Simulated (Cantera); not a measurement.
An isothermal, constant-pressure homogeneous reactor starts with 3.41 % CH₄, 85.3 % H₂, 11.3 % H, at 1723 K and 0.160 bar.

Detailed kinetics in Cantera: GRI-Mech 3.0 (53 species, 325 reactions). GRI-Mech 3.0 stops at C3 and has no aromatics, soot or wall deposition, so with more carbon than oxygen in the feed, carbon stays in small species such as C2H2 where larger ones or solid carbon would form.

x: mole fraction; the columns are a selection and need not sum to one.

```
t (s)          x CH₄   x H₂       x H       x CH₃       x CH₂      x C₂H₆    x C₂H₄
--------  ----------  -----  --------  ----------  ----------  ----------  --------
0.000200      0.0155  0.966   0.00699     0.00222     1.04e-5     2.22e-5  0.000205
0.000646      0.0161  0.972   0.00232    0.000772     1.61e-6     8.18e-6  0.000136
0.00209       0.0162  0.973  0.000830    0.000278     2.33e-7     2.58e-6   9.58e-5
0.00674       0.0160  0.974  0.000459    0.000153     7.29e-8     1.13e-6   7.78e-5
0.0218        0.0155  0.974  0.000435    0.000140     6.36e-8     9.81e-7   7.69e-5
0.0704        0.0141  0.975  0.000437    0.000128     5.84e-8     8.16e-7   7.87e-5
0.227     (withheld)  0.976  0.000441  (withheld)  (withheld)  (withheld)   8.37e-5
0.734        0.00634  0.979  0.000448     5.87e-5     2.79e-8     1.80e-7   9.29e-5
2.37         0.00306  0.981  0.000453     2.86e-5     1.39e-8     5.29e-8  0.000101
7.67         0.00212  0.981  0.000455     1.99e-5     9.70e-9     3.27e-8  0.000104
24.8         0.00208  0.981  0.000455     1.96e-5     9.56e-9     3.22e-8  0.000104
80.0         0.00208  0.981  0.000455     1.96e-5     9.56e-9     3.22e-8  0.000104
```

**Question.** Some entries are withheld; supply them.

**Answer.** 
- 0.227, x CH₄: 0.0109
- 0.227, x CH₃: 9.97e-5
- 0.227, x CH₂: 4.62e-8
- 0.227, x C₂H₆: 4.98e-7
